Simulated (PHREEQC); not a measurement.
Consider water at 25 °C with 2.2e-05 mol/kgw H4SiO4 and 0.0091 mol/kgw CO2. Closed to the air; pH follows from the charge balance.

Model: ion-association model, phreeqc.dat, run in PHREEQC.

Precipitation was switched off in this run.

Question: Predict the pH, ionic strength.

Answer: pH 4.20; ionic strength 6.40e-5 mol/kgw.

Species that the database lacks are ignored.
